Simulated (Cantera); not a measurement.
Feed: 1 mol TiN, 11 mol O2, held at 0.190 bar.

Method: chemical equilibrium by Gibbs-energy minimisation in Cantera with the NASA 1993 tables (ideal gas, pure condensed phases). Candidate condensed phases: Ti, TiN, TiO, TiO2, Ti2O3, Ti3O5, Ti4O7; 12 gas species. Kinetics and transport are ignored.

x: gas mole fraction; n: condensed amount in mol.

| T (K) | x O2 | x N2 | x NO | x O | x NO2 | x TiO2 | n TiO2(rutile) |
|---|---|---|---|---|---|---|---|
| 873 | 0.952 | 0.0476 | 3.31e-6 | 4.25e-12 | 4.58e-7 | <1e-12 | 1.00 |
| 1073 | 0.952 | 0.0476 | 3.46e-5 | 2.79e-9 | 1.08e-6 | <1e-12 | 1.00 |
| 1273 | 0.952 | 0.0475 | 0.000173 | 2.41e-7 | 1.96e-6 | <1e-12 | 1.00 |
| 1473 | 0.952 | 0.0473 | 0.000558 | 6.25e-6 | 3.03e-6 | (withheld) | 1.00 |
| 1673 | 0.952 | 0.0469 | 0.00136 | 7.48e-5 | 4.23e-6 | (withheld) | 1.00 |
| 1873 | 0.951 | 0.0462 | 0.00272 | 0.000529 | 5.49e-6 | (withheld) | 1.000 |
| 2073 | 0.948 | 0.0452 | 0.00473 | 0.00257 | 6.75e-6 | (withheld) | 1.000 |

Q: What belongs in the gaps?

A: 
- 1473, x TiO2: 2.13e-12
- 1673, x TiO2: 8.68e-10
- 1873, x TiO2: 9.52e-8
- 2073, x TiO2: 4.10e-6
